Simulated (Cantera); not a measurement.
# Dilute partial oxidation

An isothermal, constant-pressure homogeneous reactor starts with 1.66 % CH4, 0.780 % O2, 97.6 % N2, at 1150 K and 0.740 bar.

Computed with Cantera and GRI-Mech 3.0 (53 species, 325 reactions).

| t (s) | x CH4 | x O2 | x CO | x OH | x C2H |
|---|---|---|---|---|---|
| 0.000600 | 0.0166 | 0.00780 | <1e-12 | <1e-12 | <1e-12 |
| 0.00246 | 0.0166 | 0.00780 | <1e-12 | 1.92e-12 | <1e-12 |
| 0.0101 | 0.0166 | 0.00780 | 2.29e-12 | 8.31e-12 | <1e-12 |
| 0.0416 | 0.0166 | 0.00780 | 3.82e-10 | 2.72e-11 | <1e-12 |
| 0.171 | 0.0166 | 0.00780 | 2.87e-8 | 3.90e-11 | <1e-12 |
| 0.702 | 0.0166 | 0.00780 | 7.80e-7 | 5.52e-11 | <1e-12 |
| 2.88 | 0.0165 | 0.00775 | 2.07e-5 | 1.39e-10 | <1e-12 |
| 11.9 | 0.0155 | 0.00709 | 0.000472 | 6.24e-10 | <1e-12 |
| 48.7 | 0.00808 | 0.000115 | 0.00601 | 1.35e-10 | <1e-12 |
| 200 | 0.00796 | 4.82e-6 | 0.00604 | 3.09e-11 | <1e-12 |
x: mole fraction; the columns are a selection and need not sum to one.

Equilibrium at this temperature and pressure: CH4 0.000565, O2 <1e-12, CO 0.0152, OH <1e-12, C2H <1e-12 (gas phase only).
